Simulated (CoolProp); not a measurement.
Vapour-liquid equilibrium of R124 (1) + R142b (2) at 0.124 MPa; x and y are mole fractions of (1).

Values from CoolProp's multi-fluid Helmholtz-energy mixture model, de Vries 1995 and Lemmon 2006; pair parameters Bell 2016.

Question: Give the bubble temperature and the first vapour's composition at x = 0.2, 0.5, 0.95. Is there an azeotrope?

Answer: x = 0.2: -4.4 °C, y = 0.211; x = 0.5: -5.1 °C, y = 0.523; x = 0.95: -6.8 °C, y = 0.959. No azeotrope shows between x = 0.05 and 0.95.

The pair parameters rest on a limited set of measurements; away from them the model extrapolates.
